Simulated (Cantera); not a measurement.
Input: 1 mol H2S, 0.17 mol SO2, 50 mol N2, 0.11 mol O2, equilibrated at 2725 °C and 28.0 bar.

Method: chemical equilibrium by Gibbs-energy minimisation in Cantera with the NASA 1993 tables (ideal gas, pure condensed phases). Candidate condensed phases: H2O, H2SO4, S; 35 gas species. Kinetics and transport are ignored.

Base state: N2 0.963, H2 0.0118, S2 0.00543, SO 0.00404, H2O 0.00397, S 0.00350, H 0.00322, SH 0.00249 (mole fractions); condensed: gas only.

Task: What changes in the equilibrium state with this change: temperature from 2725 °C to 2350 °C?

Result: 
```tsv
species	before	after
N2	0.963	0.967
H2	0.0118	0.0113
S2	0.00543	0.00747
H	0.00322	0.000846
S	0.00350	0.00117
O	6.01e-5	4.98e-6
NO	0.000325	6.96e-5
OH	0.000359	0.000103
```

Task: What changes in the equilibrium state with this change: SO2 from 0.17 to 0.046 mol?

Result: 
```tsv
species	before	after
N2	0.963	0.966
H2	0.0118	0.0131
S2	0.00543	0.00538
SO	0.00404	0.00233
H2O	0.00397	0.00256
SO2	0.000977	0.000326
S2O	5.93e-5	3.41e-5
```

Task: What changes in the equilibrium state with this change: temperature from 2725 °C to 1927 °C?

Result: 
```tsv
species	before	after
N2	0.963	0.969
H2	0.0118	0.00926
S2	0.00543	0.00892
H2O	0.00397	0.00791
O	6.01e-5	9.41e-8
NO	0.000325	5.63e-6
H	0.00322	0.000102
OH	0.000359	1.22e-5
S	0.00350	0.000187
```
